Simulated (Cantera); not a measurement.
A jet of 1.33 % CH4, 11.1 % O2, 87.6 % N2, equivalence ratio 0.24 at 300 K and 75.0 Torr hits a platinum plate 4.7 cm away at a mass flux of 0.13 kg/m²/s; the plate temperature is set and raised in steps from an oxygen-covered start.

Computed with Cantera and Deutschmann's 1995 Pt surface mechanism with GRI-Mech 3.0 gas chemistry. Catalytic surfaces can have several steady states; this one follows from the mechanism file's or the stated starting coverage.

One state of this run: wall x CH4 = 0.00395; wall x O2 = 0.0910; wall x H2O = 0.0173; wall x OH = 8.36e-7; wall x CO = 4.82e-6; wall x CO2 = 0.0114; θ free Pt = 0.468; θ O* = 0.532. x: mole fraction at the wall; θ: surface coverage.

Task: Which value of plate T (K) does it belong to?
A. 1100
B. 1150
C. 900
D. 1050

Result: A, 1100
